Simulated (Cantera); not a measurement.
# SiC + Si + N2 + C (sublimation and decomposition of ceramics)

Charge: 1 mol SiC, 0.35 mol Si, 0.51 mol N2, 0.93 mol C, at 1.90 Pa.

Equilibrium computed with Cantera from the NASA thermochemical tables; the gas is ideal and each condensed phase is pure. Candidate condensed phases: C, Si, SiC, Si3N4; 20 gas species. The tables' values for SiN are old estimates; treat these amounts as uncertain. Kinetics and transport are ignored.

```json
[
 {"T (°C)": "1475", "log p N2": "-4.72", "log p Si": "-7.56", "log p C": "-13.22", "log p SiC2": "-9.53", "log p C3": "-13.65", "log p CN": "-10.25", "log p C2": "-14.74", "log p Si2C": "-9.66", "n C(graphite)": "0.581", "n SiC(s)": "1.35"},
 {"T (°C)": "1575", "log p N2": "-4.73", "log p Si": "-6.73", "log p C": "-12.06", "log p SiC2": "-8.45", "log p C3": "-12.32", "log p CN": "-9.54", "log p C2": "-13.40", "log p Si2C": "-8.59", "n C(graphite)": "0.585", "n SiC(s)": "1.34"},
 {"T (°C)": "1675", "log p N2": "-4.75", "log p Si": "-5.98", "log p C": "-11.02", "log p SiC2": "-7.47", "log p C3": "-11.13", "log p CN": "-8.92", "log p C2": "-12.20", "log p Si2C": "-7.64", "n C(graphite)": "0.610", "n SiC(s)": "1.32"},
 {"T (°C)": "1775", "log p N2": "-4.87", "log p Si": "-5.31", "log p C": "-10.08", "log p SiC2": "-6.60", "log p C3": "-10.06", "log p CN": "-8.42", "log p C2": "-11.13", "log p Si2C": "-6.78", "n C(graphite)": "0.761", "n SiC(s)": "1.14"},
 {"T (°C)": "1875", "log p N2": "-5.28", "log p Si": "-4.91", "log p C": "-9.23", "log p SiC2": "-6.01", "log p C3": "-9.09", "log p CN": "-8.11", "log p C2": "-10.15", "log p Si2C": "-6.43", "n C(graphite)": "1.71", "n SiC(s)": "0"},
 {"T (°C)": "1975", "log p N2": "-5.28", "log p Si": "-4.91", "log p C": "-8.45", "log p SiC2": "-5.85", "log p C3": "-8.20", "log p CN": "-7.64", "log p C2": "-9.26", "log p Si2C": "-6.85", "n C(graphite)": "1.64", "n SiC(s)": "0"},
 {"T (°C)": "2075", "log p N2": "-5.29", "log p Si": "-4.93", "log p C": "-7.75", "log p SiC2": "-5.72", "log p C3": "-7.40", "log p CN": "-7.21", "log p C2": "-8.45", "log p Si2C": "-7.25", "n C(graphite)": "1.53", "n SiC(s)": "0"},
 {"T (°C)": "2175", "log p N2": "-5.30", "log p Si": "-4.96", "log p C": "-7.10", "log p SiC2": "-5.61", "log p C3": "-6.66", "log p CN": "-6.83", "log p C2": "-7.70", "log p Si2C": "-7.65", "n C(graphite)": "1.35", "n SiC(s)": "0"},
 {"T (°C)": "2275", "log p N2": "-5.34", "log p Si": "-5.01", "log p C": "-6.50", "log p SiC2": "-5.54", "log p C3": "-5.99", "log p CN": "-6.49", "log p C2": "-7.02", "log p Si2C": "-8.07", "n C(graphite)": "0.888", "n SiC(s)": "0"},
 {"T (°C)": "2375", "log p N2": "-5.43", "log p Si": "-5.08", "log p C": "-6.01", "log p SiC2": "-5.63", "log p C3": "-5.56", "log p CN": "-6.26", "log p C2": "-6.52", "log p Si2C": "-8.57", "n C(graphite)": "0", "n SiC(s)": "0"},
 {"T (°C)": "2475", "log p N2": "-5.47", "log p Si": "-5.07", "log p C": "-5.70", "log p SiC2": "-5.90", "log p C3": "-5.58", "log p CN": "-6.17", "log p C2": "-6.33", "log p Si2C": "-9.01", "n C(graphite)": "0", "n SiC(s)": "0"},
 {"T (°C)": "2575", "log p N2": "-5.52", "log p Si": "-5.08", "log p C": "-5.44", "log p SiC2": "-6.25", "log p C3": "-5.69", "log p CN": "-6.13", "log p C2": "-6.22", "log p Si2C": "-9.50", "n C(graphite)": "0", "n SiC(s)": "0"}
]
```
log p: log10 of the partial pressure in bar; n: condensed amount in mol.

From 1475 °C to 1775 °C the condensed part is C(graphite) + SiC(s). From 1875 °C to 2275 °C the condensed part is C(graphite). From 2375 °C to 2575 °C nothing is condensed. The main Si-bearing gas is Si throughout.
